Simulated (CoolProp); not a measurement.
A simple Rankine cycle with ammonia: condensing at 321.15 K, boiler at 8.84 MPa, turbine inlet 541.5 K, turbine efficiency 0.65, pump efficiency 0.6, no recuperator. Each further row changes one setting.

Values from CoolProp's reference Helmholtz-energy equation of state, Gao 2020.

```
case                             thermal efficiency (%)  net work (kJ/kg)  heat in (kJ/kg)  turbine exit temperature (K)  volume ratio over the turbine
-------------------------------  ----------------------  ----------------  ---------------  ----------------------------  -----------------------------
as stated                                          11.7               183             1560                             …                           3.84
turbine inlet 561.5 K                              12.0               194             1620                         450.1                           3.84
condensing temperature 313.15 K                    12.9                 …             1600                         418.0                           4.65
boiler pressure 6.19 MPa                              …               154             1600                         457.8                              …
turbine efficiency 0.55                             9.7               152             1560                         442.8                           3.97
```

### Question
Some entries are withheld; supply them.

### Answer

- as stated, turbine exit temperature (K): 430.7
- condensing temperature 313.15 K, net work (kJ/kg): 206
- boiler pressure 6.19 MPa, thermal efficiency (%): 9.6
- boiler pressure 6.19 MPa, volume ratio over the turbine: 2.80
